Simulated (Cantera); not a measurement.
Thermodynamics of carbon deposition, reforming and gasification, feed n-butane + H2O + N2 + NH3

Charge: 1 mol n-butane, 0.16 mol H2O, 0.79 mol N2, 0.095 mol NH3, equilibrated at 44.0 bar.

These are equilibrium values from Cantera (NASA tables, ideal gas, pure condensed phases), not measurements of a reactor. Candidate condensed phases: C, C6H6, C7H8, C8H18, H2O; 136 gas species. The ideal-gas law is rough above about 30 bar. The numbers say what is thermodynamically allowed, not how fast it happens.

```tsv
T (°C)	log p H2	log p N2	log p HCN	log p C2H2 (acetylene)	log p CO	log p H	n C(graphite)
1875	1.56	0.76	-0.44	-1.16	0.05	-1.60	3.71
1925	1.56	0.75	-0.37	-1.04	0.05	-1.47	3.70
1975	1.56	0.75	-0.30	-0.92	0.05	-1.35	3.68
2025	1.56	0.75	-0.24	-0.81	0.05	-1.24	3.66
2075	1.56	0.74	-0.18	-0.71	0.05	-1.13	3.64
2125	1.56	0.74	-0.12	-0.60	0.05	-1.02	3.61
2175	1.55	0.73	-0.06	-0.51	0.05	-0.92	3.58
2225	1.55	0.73	-0.01	-0.42	0.05	-0.83	3.54
2275	1.55	0.72	0.04	-0.33	0.05	-0.73	3.50
2325	1.55	0.71	0.08	-0.25	0.05	-0.65	3.45
2375	1.55	0.71	0.13	-0.16	0.05	-0.56	3.39
2425	1.54	0.70	0.17	-0.09	0.05	-0.48	3.33
2475	1.54	0.69	0.21	-0.02	0.05	-0.40	3.26
2525	1.53	0.68	0.25	0.05	0.05	-0.32	3.18
```
log p: log10 of the partial pressure in bar; n: condensed amount in mol.

From 1875 °C to 2525 °C the condensed part is C(graphite). The main C-bearing gas is CO at 1875 °C and C2H2 (acetylene) at 2525 °C. The share of C in condensed phases is highest at 1875 °C (92.7 %) and lowest at 2525 °C (79.6 %).
